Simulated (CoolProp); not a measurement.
Sulfur hexafluoride at 298.15 K and 1.15 MPa flows at 10 m/s in a round tube of 6 mm bore and 0.25 µm roughness, fully developed (64/Re and Nu = 3.66 if laminar; Colebrook and Gnielinski if turbulent). Each further row changes one setting.

The numbers come from the reference Helmholtz-energy equation of state, Guder 2009 in CoolProp.

```json
[
 {"case": "as stated", "Reynolds number": "304000", "Darcy friction factor": "0.0149", "pressure drop (Pa/m)": "9790", "heat-transfer coefficient (W/(m² K))": "?", "mass flow (kg/h)": "80.5"},
 {"case": "velocity 20 m/s", "Reynolds number": "608000", "Darcy friction factor": "?", "pressure drop (Pa/m)": "35200", "heat-transfer coefficient (W/(m² K))": "2070", "mass flow (kg/h)": "?"},
 {"case": "diameter 12 mm", "Reynolds number": "608000", "Darcy friction factor": "0.0130", "pressure drop (Pa/m)": "?", "heat-transfer coefficient (W/(m² K))": "?", "mass flow (kg/h)": "322"}
]
```

**Question.** What belongs in the gaps?

**Answer.** 
- as stated, heat-transfer coefficient (W/(m² K)): 1160
- velocity 20 m/s, Darcy friction factor: 0.0133
- velocity 20 m/s, mass flow (kg/h): 161
- diameter 12 mm, pressure drop (Pa/m): 4300
- diameter 12 mm, heat-transfer coefficient (W/(m² K)): 1010

Viscosity comes from a separate model (Quiñones-Cisneros 2012). Thermal conductivity comes from a separate model (Assael 2012).
